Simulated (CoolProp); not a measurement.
n-pentane along the isotherm 245.75 °C: fugacity coefficient from the reference equation and from simpler models built on Tc = 196.5 °C, pc = 3.368 MPa, ω = 0.251; each cubic takes its own stable root.

Computed with CoolProp (reference Helmholtz-energy equation of state, Thol 2019).

```
p (MPa)          phase  reference  Soave-Redlich-Kwong  Peng-Robinson
-------  -------------  ---------  -------------------  -------------
1.2                gas     0.9150               0.9158         0.9049
2.41               gas     0.8325               0.8346         0.8152
3.61     supercritical     0.7532               0.7571         0.7320
4.81     supercritical     0.6758               0.6830         0.6545
6.01     supercritical     0.6024               0.6153         0.5856
7.22     supercritical     0.5411               0.5597         0.5294
8.42     supercritical     0.4946               0.5173         0.4865
9.62     supercritical     0.4591               0.4846         0.4532
10.8     supercritical     0.4318               0.4594         0.4274
12       supercritical     0.4098               0.4392         0.4064
13.2     supercritical     0.3922               0.4230         0.3894
14.4     supercritical     0.3780               0.4100         0.3755
15.6     supercritical     0.3664               0.3995         0.3641
16.8     supercritical     0.3569               0.3911         0.3547
```
